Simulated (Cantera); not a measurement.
Charge: 1 mol Fe(CO)5, 0.14 mol N2, held at 1673 K.

These are equilibrium values from Cantera (NASA tables, ideal gas, pure condensed phases), not measurements of a reactor. Candidate condensed phases: C, Fe, Fe(CO)5, FeO, Fe2O3, Fe3O4; 27 gas species. Iron dissolves carbon and melts from about 1420 K in contact with it, which pure phases cannot show. Condensed phases not in the tables: cementite and carbon dissolved in iron. Kinetics and transport are ignored.

x: gas mole fraction; n: condensed amount in mol.

```tsv
P (Pa)	x CO	x Fe	x N2	x CO2	x CN	x C2N2	n Fe(δ)	n C(graphite)
10	0.934	0.0401	0.0261	___	2.82e-8	3.19e-10	0.785	0
36	0.962	0.0111	0.0269	___	2.94e-8	1.25e-9	0.942	0
130	0.970	0.00309	0.0272	___	1.55e-8	1.26e-9	0.984	0
460	0.972	0.000872	0.0272	___	8.26e-9	1.26e-9	0.996	0
1700	0.973	0.000236	0.0272	___	4.30e-9	1.26e-9	0.999	0
6000	0.973	6.69e-5	0.0272	___	2.29e-9	1.26e-9	1.000	0
22000	0.973	1.82e-5	0.0272	___	1.19e-9	1.26e-9	1.000	0
77000	0.973	5.21e-6	0.0272	___	6.39e-10	1.26e-9	1.000	0.000637
280000	0.972	1.43e-6	0.0272	___	3.35e-10	1.26e-9	1.000	0.00231
1000000	0.971	4.01e-7	0.0273	___	1.77e-10	1.26e-9	1.000	0.00823
```

**Question.** Complete the blanks.

**Answer.** 
- 10, x CO2: 2.89e-8
- 36, x CO2: 5.66e-8
- 130, x CO2: 2.08e-7
- 460, x CO2: 7.39e-7
- 1700, x CO2: 2.73e-6
- 6000, x CO2: 9.65e-6
- 22000, x CO2: 3.54e-5
- 77000, x CO2: 0.000124
- 280000, x CO2: 0.000450
- 1000000, x CO2: 0.00160
